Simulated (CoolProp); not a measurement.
Vapour-liquid equilibrium of R143a (1) + dimethyl ether (2) at -26.45 °C; x and y are mole fractions of (1).

Computed with CoolProp (multi-fluid Helmholtz-energy mixture model, Lemmon and Jacobsen 2000 and Wu 2011; pair parameters Bell 2016).

```json
[
 {"x": "0.05", "bubble pressure, mixture model (kPa)": "103.8", "bubble pressure, Raoult's law (kPa)": "101.8", "y, mixture model": "0.135", "y, Raoult's law": "0.121"},
 {"x": "0.15", "bubble pressure, mixture model (kPa)": "122.0", "bubble pressure, Raoult's law (kPa)": "117.1", "y, mixture model": "0.333", "y, Raoult's law": "0.317"},
 {"x": "0.25", "bubble pressure, mixture model (kPa)": "139.0", "bubble pressure, Raoult's law (kPa)": "132.4", "y, mixture model": "0.476", "y, Raoult's law": "0.467"},
 {"x": "0.35", "bubble pressure, mixture model (kPa)": "154.9", "bubble pressure, Raoult's law (kPa)": "147.7", "y, mixture model": "0.585", "y, Raoult's law": "0.586"},
 {"x": "0.45", "bubble pressure, mixture model (kPa)": "170.0", "bubble pressure, Raoult's law (kPa)": "163.0", "y, mixture model": "0.673", "y, Raoult's law": "0.682"},
 {"x": "0.55", "bubble pressure, mixture model (kPa)": "184.6", "bubble pressure, Raoult's law (kPa)": "178.3", "y, mixture model": "0.747", "y, Raoult's law": "0.762"},
 {"x": "0.65", "bubble pressure, mixture model (kPa)": "198.8", "bubble pressure, Raoult's law (kPa)": "193.6", "y, mixture model": "0.812", "y, Raoult's law": "0.830"},
 {"x": "0.75", "bubble pressure, mixture model (kPa)": "212.7", "bubble pressure, Raoult's law (kPa)": "209.0", "y, mixture model": "0.870", "y, Raoult's law": "0.887"},
 {"x": "0.85", "bubble pressure, mixture model (kPa)": "226.5", "bubble pressure, Raoult's law (kPa)": "224.3", "y, mixture model": "0.924", "y, Raoult's law": "0.937"},
 {"x": "0.95", "bubble pressure, mixture model (kPa)": "240.3", "bubble pressure, Raoult's law (kPa)": "239.6", "y, mixture model": "0.975", "y, Raoult's law": "0.980"}
]
```

The largest gap from Raoult's law is +5.0 % in bubble pressure, at x = 0.25. No azeotrope shows between x = 0.05 and 0.95.

The pair parameters rest on a limited set of measurements; away from them the model extrapolates.
